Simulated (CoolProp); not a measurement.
Saturation properties of n-octane (Tc = 295.6 °C, pc = 24.84 bar, ω = 0.398).

The numbers come from the reference Helmholtz-energy equation of state, Beckmüller 2019 in CoolProp.

```csv
T (°C),p (bar),vapour density (kg/m³),liquid cp (kJ/(kg K)),liquid conductivity (mW/(m K))
31.25,0.02641,0.1197,2.251,123
39.75,0.04101,0.1811,2.282,120
48.25,0.06192,(withheld),2.315,118
56.75,0.09110,0.3832,2.349,115
65.25,0.1309,0.5384,2.383,113
73.75,0.1841,0.7413,2.418,110
82.25,0.2537,1.002,2.454,108
90.75,0.3435,1.332,2.491,106
99.25,0.4573,1.743,2.528,103
107.75,0.5995,2.250,2.566,101
116.25,0.7748,2.867,2.604,98.9
124.75,0.9884,3.612,(withheld),96.8
133.25,1.246,4.504,(withheld),94.6
```

Task: Some entries are withheld; supply them.

Result: 
- 48.25, vapour density (kg/m³): 0.2667
- 124.75, liquid cp (kJ/(kg K)): 2.643
- 133.25, liquid cp (kJ/(kg K)): 2.683

It boils at 125.6 °C under 1 atm.

Thermal conductivity comes from a separate model (Huber 2005).
